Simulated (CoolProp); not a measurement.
Vapour-liquid equilibrium of cyclohexane (1) + n-heptane (2) at 413 K; x and y are mole fractions of (1).

Computed with CoolProp (multi-fluid Helmholtz-energy mixture model, Zhou 2014 and Span 2003; pair parameters Bell 2016).

```tsv
x	bubble pressure, mixture model (bar)	bubble pressure, Raoult's law (bar)	y, mixture model	y, Raoult's law
0.05	?	3.051	?	0.074
0.2	3.288	3.278	?	0.274
0.35	3.522	3.505	?	0.448
0.5	?	3.732	?	0.601
0.65	3.979	3.959	0.726	0.737
0.8	?	4.186	?	0.858
0.95	4.417	4.413	0.964	0.966
```

Problem. What belongs in the gaps?

Solution. 
- 0.05, bubble pressure, mixture model (bar): 3.053
- 0.05, y, mixture model: 0.071
- 0.2, y, mixture model: 0.267
- 0.35, y, mixture model: 0.438
- 0.5, bubble pressure, mixture model (bar): 3.753
- 0.5, y, mixture model: 0.590
- 0.8, bubble pressure, mixture model (bar): 4.200
- 0.8, y, mixture model: 0.849

The largest gap from Raoult's law is +0.6 % in bubble pressure, at x = 0.5. No azeotrope shows between x = 0.05 and 0.95.

Pair parameters are fitted to limited data, so mixtures are less certain than the pure fluids.
